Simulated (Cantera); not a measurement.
A perfectly stirred reactor is fed with CH3OH : O2 : N2 = 0.012 : 0.0091 : 1 (molar parts), equivalence ratio 2.0, at 10.0 bar; it is held at 1500 K, and followed from long to short residence time.

Model: GRI-Mech 3.0 (53 species, 325 reactions), integrated in Cantera. GRI-Mech 3.0 was tuned for natural gas; its chemistry of methanol as a main component is partial and can be far from experiment.

Q: What does this change do: O2 0.0091 to 0.023 parts?

A: 
| quantity | before | after |
|---|---|---|
| x(CH3OH) at τ = 2.70 s | 1.05e-6 | 1.90e-7 |
| x(O2) at τ = 2.70 s | 1.95e-5 | 0.00480 |
| x(HO2) at τ = 2.70 s | 1.25e-8 | 1.17e-7 |
| x(C2H2) at τ = 2.70 s | 9.16e-6 | <1e-12 |
| x(NO2) at τ = 2.70 s | <1e-12 | 1.73e-8 |
| x(CH3OH) at τ = 98.0 ms | 2.21e-6 | 2.02e-6 |
| x(O2) at τ = 98.0 ms | 3.88e-5 | 0.00485 |
| x(HO2) at τ = 98.0 ms | 8.82e-8 | 1.15e-6 |
| x(C2H2) at τ = 98.0 ms | 7.16e-7 | <1e-12 |
| x(NO2) at τ = 98.0 ms | 1.28e-11 | 4.10e-8 |
The temperature is held fixed by assumption; the heat of reaction is taken as removed at once.

Q: What does this change do: pressure from 10.0 bar to 0.920 bar?

A: 
| quantity | before | after |
|---|---|---|
| x(CH3OH) at τ = 2.70 s | 1.05e-6 | 1.85e-7 |
| x(O2) at τ = 2.70 s | 1.95e-5 | 4.22e-6 |
| x(HO2) at τ = 2.70 s | 1.25e-8 | 1.05e-9 |
| x(C2H2) at τ = 2.70 s | 9.16e-6 | 1.78e-8 |
| x(NO2) at τ = 2.70 s | <1e-12 | <1e-12 |
| x(CH3OH) at τ = 98.0 ms | 2.21e-6 | 1.47e-6 |
| x(O2) at τ = 98.0 ms | 3.88e-5 | 3.34e-5 |
| x(HO2) at τ = 98.0 ms | 8.82e-8 | 9.27e-9 |
| x(C2H2) at τ = 98.0 ms | 7.16e-7 | 3.18e-7 |
| x(NO2) at τ = 98.0 ms | 1.28e-11 | 6.69e-12 |
